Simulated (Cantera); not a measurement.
Mixture: H₂ : O₂ : N₂ = 1 : 0.278 : 1.04 (molar parts), equivalence ratio 1.8, at 638 Torr, adiabatic and at constant pressure. Ignition delay is the time to a rise of 400 K.

Computed with Cantera and the H2/O2 subset of GRI-Mech 3.0, which has no nitrogen chemistry. Where the delays flatten at high temperature, the 400 K rule measures the pace of heat release, not the induction time.

Problem. What does this change do: O2 0.278 to 0.14 parts?

Solution. 
```csv
quantity,before,after
delay at 1275 K,42.3 µs,92.4 µs
delay at 1325 K,35.1 µs,82.7 µs
delay at 1375 K,30.1 µs,76.8 µs
delay at 1425 K,26.6 µs,73.6 µs
delay at 1475 K,24.1 µs,72.4 µs
delay at 1525 K,22.4 µs,72.6 µs
delay at 1575 K,21.3 µs,74.1 µs
```

Problem. What does this change do: pressure from 638 Torr to 760 Torr?

Solution. 
```json
[
 {"quantity": "delay at 1275 K", "before": "42.3 µs", "after": "35.2 µs"},
 {"quantity": "delay at 1325 K", "before": "35.1 µs", "after": "28.9 µs"},
 {"quantity": "delay at 1375 K", "before": "30.1 µs", "after": "24.5 µs"},
 {"quantity": "delay at 1425 K", "before": "26.6 µs", "after": "21.4 µs"},
 {"quantity": "delay at 1475 K", "before": "24.1 µs", "after": "19.2 µs"},
 {"quantity": "delay at 1525 K", "before": "22.4 µs", "after": "17.6 µs"},
 {"quantity": "delay at 1575 K", "before": "21.3 µs", "after": "16.6 µs"}
]
```

Problem. What does this change do: pressure from 638 Torr to 7500 Torr?

Solution. 
```json
[
 {"quantity": "delay at 1275 K", "before": "42.3 µs", "after": "8.04 µs"},
 {"quantity": "delay at 1325 K", "before": "35.1 µs", "after": "4.32 µs"},
 {"quantity": "delay at 1375 K", "before": "30.1 µs", "after": "2.92 µs"},
 {"quantity": "delay at 1425 K", "before": "26.6 µs", "after": "2.18 µs"},
 {"quantity": "delay at 1475 K", "before": "24.1 µs", "after": "1.72 µs"},
 {"quantity": "delay at 1525 K", "before": "22.4 µs", "after": "1.41 µs"},
 {"quantity": "delay at 1575 K", "before": "21.3 µs", "after": "1.19 µs"}
]
```
The hydrogen kinetics of GRI-Mech 3.0 are dated; newer H2 mechanisms differ, most at raised pressure.
